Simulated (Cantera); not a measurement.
A perfectly stirred reactor is fed with C3H8 : O2 : N2 = 1 : 5 : 49 (molar parts), equivalence ratio 1.0, at 0.987 atm; it is adiabatic with a 373 K inlet, and is followed from long to short residence time, starting on the burning branch (τ in s: 0.47, 0.21, 0.095, 0.043, 0.019, 0.0087, 0.0039, 0.0018, 0.00079, 0.00036, 0.00016, 7.2e-05).

Model: GRI-Mech 3.0 (53 species, 325 reactions), integrated in Cantera. GRI-Mech 3.0 was tuned for natural gas; its chemistry of propane as a main component is partial and can be far from experiment.

Question: What does this change do: C3H8 1 to 1.4 parts?

Answer: 
```tsv
quantity	before	after
blow-out, bracketed by the residence times tried	burning at 8.70 ms, out at 3.90 ms	burning at 0.210 s, out at 95.0 ms
x(C3H8) at τ = 0.470 s	1.07e-6	4.50e-5
x(O2) at τ = 0.470 s	0.00128	0.00256
x(NO2) at τ = 0.470 s	3.41e-9	1.80e-11
x(HO2) at τ = 0.470 s	4.86e-7	1.01e-6
x(CO) at τ = 0.470 s	0.00168	0.0351
x(C3H8) at τ = 3.90 ms	0.0182	0.0253
x(O2) at τ = 3.90 ms	0.0909	0.0903
x(NO2) at τ = 3.90 ms	<1e-12	<1e-12
x(HO2) at τ = 3.90 ms	<1e-12	<1e-12
x(CO) at τ = 3.90 ms	<1e-12	<1e-12
```

Question: What does this change do: inlet temperature 373 to 648 K?

Answer: 
```json
[
 {"quantity": "blow-out, bracketed by the residence times tried", "before": "burning at 8.70 ms, out at 3.90 ms", "after": "burning at 0.790 ms, out at 0.360 ms"},
 {"quantity": "x(C3H8) at τ = 0.470 s", "before": "1.07e-6", "after": "3.83e-7"},
 {"quantity": "x(O2) at τ = 0.470 s", "before": "0.00128", "after": "0.00164"},
 {"quantity": "x(NO2) at τ = 0.470 s", "before": "3.41e-9", "after": "7.41e-9"},
 {"quantity": "x(HO2) at τ = 0.470 s", "before": "4.86e-7", "after": "3.23e-7"},
 {"quantity": "x(CO) at τ = 0.470 s", "before": "0.00168", "after": "0.00247"},
 {"quantity": "x(C3H8) at τ = 3.90 ms", "before": "0.0182", "after": "9.17e-6"},
 {"quantity": "x(O2) at τ = 3.90 ms", "before": "0.0909", "after": "0.00665"},
 {"quantity": "x(NO2) at τ = 3.90 ms", "before": "<1e-12", "after": "4.91e-9"},
 {"quantity": "x(HO2) at τ = 3.90 ms", "before": "<1e-12", "after": "2.68e-6"},
 {"quantity": "x(CO) at τ = 3.90 ms", "before": "<1e-12", "after": "0.00946"}
]
```
